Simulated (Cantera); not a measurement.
Reactions in the system Fe-H-N-O

Standard-state values (1 bar) from the NASA 1993 polynomials, evaluated with Cantera. Values are per mole of reaction as written; species without (g) are pure solids or liquids, kept so even where they would boil at 1 bar.

4 Fe(OH)3 + 3 N2(g) = 12 H(g) + 4 Fe + 6 NO2(g)

```csv
T (K),ΔH° (kJ),ΔS° (J/K),ΔG° (kJ),log10 K
300,6151.8,1934.0,5571.5,-970.07
673,6162.3,1961.4,4842.3,-375.82
698,6162.1,1961.2,4793.3,-358.69
723,6161.9,1960.8,4744.2,-342.75
748,6161.6,1960.5,4695.2,-327.87
773,6161.3,1960.0,4646.2,-313.96
```
